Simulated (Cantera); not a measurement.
What does this Cantera script print?

```python
import numpy as np
import cantera as ct

gas_names = """
    O O2 O3 S SO SO2 SO3 S2 S2O S8
""".split()
cond_names = """
    S(cr1) S(cr2) S(L)
""".split()


def load(file, names, dense=False):
    # The tables refer to 1 bar. Condensed volumes are neglected.
    table = {s.name: s for s in ct.Species.list_from_file(file)}
    out = []
    for n in names:
        d = dict(table[n].input_data)
        d["thermo"] = dict(d["thermo"], **{"reference-pressure": 1e5})
        if dense:
            d["equation-of-state"] = {"model": "constant-volume", "density": "1e6 g/cm^3"}
        out.append(ct.Species.from_dict(d))
    return out


gas = ct.Solution(thermo="ideal-gas", species=load("nasa_gas.yaml", gas_names))
cond = {s.name: ct.Solution(thermo="fixed-stoichiometry", species=[s], name=s.name)
        for s in load("nasa_condensed.yaml", cond_names, dense=True)}
atoms = {
    'S': {'S': 1},
    'SO2': {'S': 1, 'O': 2},
}
top_T = {}  # K; cautious upper limits of use, not melting points


def equilibrate(T, P, feed):
    n = {}
    for name, mol in feed.items():
        for a, k in atoms[name].items():
            n[a] = n.get(a, 0.0) + k * mol
    gas.TPX = T, P, n
    mass = sum(n.values()) * gas.mean_molecular_weight
    gas.equilibrate("TP")
    valid = [c for c in cond.values() if c.min_temp <= T <= top_T.get(c.name, c.max_temp)]
    mix = ct.Mixture([(gas, mass / gas.mean_molecular_weight)] + [(c, 0.0) for c in valid])
    mix.T, mix.P = T, P
    mix.equilibrate("TP", solver="vcs", rtol=1e-11, max_steps=5000)
    return mix


results = []
feed = {'S': 1, 'SO2': 0.015}  # mol
P = 5200000  # Pa
for T in [1250, 1325, 1400, 1475, 1550, 1625, 1700, 1775]:
    mix = equilibrate(T, P, feed)
    results.append((T, P, feed, dict(zip(mix.species_names, mix.species_moles))))

top = {s: max(r[3][s] / sum(r[3][g] for g in gas_names) for r in results) for s in gas_names}
cols = sorted((s for s in top if top[s] > 0.0001), key=lambda s: -top[s])[:6]
seen = [c for c in cond_names if any(r[3].get(c, 0) > 1e-12 for r in results)]
print("log10 of partial pressures in bar; condensed amounts in mol")
print(f"{'T/K':>10s}" + "".join(f"{s[:9]:>10s}" for s in cols + seen))
for T, P, feed, n in results:
    ng = sum(n[g] for g in gas_names)
    print(f"{T:10.4g}" + "".join(f"{np.log10(max(n[s] / ng * P / 1e5, 1e-99)):10.3f}" for s in cols)
          + "".join(f"{n.get(c, 0):10.4g}" for c in seen))
```

It prints:

```
log10 of partial pressures in bar; condensed amounts in mol
       T/K        S2       SO2       S2O        S8        SO
      1250     1.691     0.033     0.010    -0.101    -2.472
      1325     1.698     0.014    -0.003    -0.979    -2.193
      1400     1.699     0.013    -0.011    -1.778    -1.936
      1475     1.699     0.014    -0.018    -2.496    -1.706
      1550     1.699     0.014    -0.025    -3.140    -1.498
      1625     1.699     0.013    -0.031    -3.723    -1.310
      1700     1.699     0.011    -0.038    -4.251    -1.139
      1775     1.699     0.008    -0.045    -4.733    -0.983
```

Cantera equilibrium calculation (NASA polynomials, part measured and part estimated; ideal gas, pure solids and liquids). The ideal-gas law is rough above about 30 bar. Gases not in the tables: S3 to S7.
